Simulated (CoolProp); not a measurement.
Vapour-liquid equilibrium of CH2F2 (R32) (1) + R227EA (2) at 1.12 MPa; x and y are mole fractions of (1).

Model: multi-fluid Helmholtz-energy mixture model, Tillner-Roth 1997 and Lemmon 2016; pair parameters Bell 2016, in CoolProp.

```csv
x,bubble temperature (°C),y at the bubble point,dew temperature at overall composition x (°C),liquid density (mol/L)
0.05,53.9,…,56.2,7.562
0.2,42.3,0.404,50.7,8.667
0.35,32.7,…,44.7,9.916
0.5,25.4,0.739,38.0,…
0.65,19.8,0.833,30.4,13.12
0.8,15.3,…,21.8,15.35
0.95,…,0.977,13.0,…
```

Q: Complete the blanks.

A: 
- 0.05, y at the bubble point: 0.115
- 0.35, y at the bubble point: 0.606
- 0.5, liquid density (mol/L): 11.36
- 0.8, y at the bubble point: 0.908
- 0.95, bubble temperature (°C): 11.6
- 0.95, liquid density (mol/L): 18.34

No azeotrope shows between x = 0.05 and 0.95.

Pair parameters are fitted to limited data, so mixtures are less certain than the pure fluids. The gap from Raoult's law changes sign with composition, which may be real or a fault of the pair parameters; it wasn't checked against measurements.
